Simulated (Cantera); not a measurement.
An adiabatic, constant-volume homogeneous reactor starts with 8.00 % CH₄, 1.84 % CO, 18.6 % O₂, 69.9 % N₂, 1.68 % C₂H₆, equivalence ratio 1.2, at 1175 K and 3750 Torr.

Computed with Cantera and GRI-Mech 3.0 (53 species, 325 reactions).

Q: Predict: time of steepest temperature rise; temperature at 7.00 s; equilibrium temperature; x(CO) at 7.00 s; x(O₂) at 7.00 s; x(O) at 7.00 s; x(OH) at 7.00 s.

A: 
```
Property                                                            Result
---------------------------------  ---------------------------------------
time of steepest temperature rise                                  1.49 ms
temperature at 7.00 s                                               2977 K
equilibrium temperature                                             2977 K
x(CO) at 7.00 s                      0.0704 (gas-phase equilibrium 0.0704)
x(O₂) at 7.00 s                    0.00412 (gas-phase equilibrium 0.00412)
x(O) at 7.00 s                     0.00184 (gas-phase equilibrium 0.00184)
x(OH) at 7.00 s                      0.0125 (gas-phase equilibrium 0.0125)
```
